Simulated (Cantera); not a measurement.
# Thermodynamics of silicon oxide and oxynitride deposition, feed SiCl4 + O3 + N2

Input: 1 mol SiCl4, 2.1 mol O3, 150 mol N2, held at 1273 K.

Cantera equilibrium calculation (NASA polynomials, part measured and part estimated; ideal gas, pure solids and liquids). Candidate condensed phases: Si, SiO2, Si2N2O, Si3N4; 23 gas species. The tables hold silica as quartz up to 1696 K and as liquid above; real silica turns to tridymite and cristobalite and melts near 1996 K. Kinetics and transport are ignored.

From 5.00 Pa to 1.00 bar the condensed part is SiO2(β-quartz).

| P (Pa) | x N2 | x Cl | x O2 | x Cl2 | x NO | x ClO | x O | n SiO2(β-quartz) |
|---|---|---|---|---|---|---|---|---|
| 5 | 0.961 | 0.0250 | 0.0137 | 0.000331 | 9.34e-5 | 7.12e-7 | 1.78e-6 | 1.00 |
| 21 | 0.962 | 0.0232 | 0.0137 | 0.00120 | 9.35e-5 | 1.36e-6 | 8.70e-7 | 1.00 |
| 85 | 0.964 | 0.0191 | 0.0138 | 0.00330 | 9.37e-5 | 2.25e-6 | 4.33e-7 | 1.00 |
| 350 | 0.967 | 0.0131 | 0.0138 | 0.00635 | 9.40e-5 | 3.13e-6 | 2.14e-7 | 1.00 |
| 1400 | 0.969 | 0.00779 | 0.0138 | 0.00903 | 9.42e-5 | 3.73e-6 | 1.07e-7 | 1.00 |
| 5900 | 0.971 | 0.00416 | 0.0139 | 0.0109 | 9.44e-5 | 4.10e-6 | 5.21e-8 | 1.00 |
| 24000 | 0.972 | 0.00216 | 0.0139 | 0.0119 | 9.45e-5 | 4.29e-6 | 2.59e-8 | 1.00 |
| 100000 | 0.973 | 0.00108 | 0.0139 | 0.0124 | 9.45e-5 | 4.39e-6 | 1.27e-8 | 1.00 |
x: gas mole fraction; n: condensed amount in mol.
